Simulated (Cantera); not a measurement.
An adiabatic, constant-pressure homogeneous reactor starts with CO : H₂ : CH₄ : O₂ : N₂ = 1 : 0.16 : 0.15 : 0.463 : 1.74 (molar parts), equivalence ratio 1.9, at 1125 K and 0.370 bar.

Model: GRI-Mech 3.0 (53 species, 325 reactions), integrated in Cantera.

Task: Predict: time of steepest temperature rise; temperature at 3.00 s; equilibrium temperature; x(CO) at 3.00 s; x(H₂) at 3.00 s.

Result: 
```
Item                                                               Value
---------------------------------  -------------------------------------
time of steepest temperature rise                                3.32 ms
temperature at 3.00 s                                             2544 K
equilibrium temperature                                           2544 K
x(CO) at 3.00 s                      0.222 (gas-phase equilibrium 0.222)
x(H₂) at 3.00 s                    0.0295 (gas-phase equilibrium 0.0295)
```
